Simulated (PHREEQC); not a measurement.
Consider water at 30 °C with 0.007 mol KH2PO4 and 0.00056 mol Na2HPO4 per kg of water. Closed to the air; pH follows from the charge balance.

Equilibrium calculation in PHREEQC: ion-association model, phreeqc.dat.

Each row changes one thing in this solution. Precipitation was switched off in this run.

```
case                                pH  ionic strength (mol/kgw)  H2PO4- (mol/kgw)  HPO4-2 (mol/kgw)  KHPO4- (mol/kgw)  H3PO4 (mol/kgw)
--------------------------------  ----  ------------------------  ----------------  ----------------  ----------------  ---------------
as made                           5.97                   0.00867           0.00700          0.000556           5.15e-6          1.06e-6
diluted 100-fold with water       6.14                   8.83e-5           6.93e-5           6.32e-6          8.25e-10          7.74e-9
temperature from 30 to 5 °C       6.04                   0.00867           0.00700          0.000556           5.22e-6          6.65e-7
0.00019 mol/kgw (NH4)2SiF6 added     …                   0.00857                 …           1.12e-5           1.04e-7          6.04e-5
diluted 2-fold with water         6.01                   0.00434           0.00350          0.000280           1.44e-6          5.01e-7
```

Question: Complete the blanks.

Answer: 
- 0.00019 mol/kgw (NH4)2SiF6 added, pH: 4.25
- 0.00019 mol/kgw (NH4)2SiF6 added, H2PO4- (mol/kgw): 0.00749

Some of these states are supersaturated (in Quartz (slow to form), for instance). At this temperature some constants are extrapolated from 25 °C, and those without enthalpy data are left unchanged. SiF6-2 is the database's only silicon fluoride.
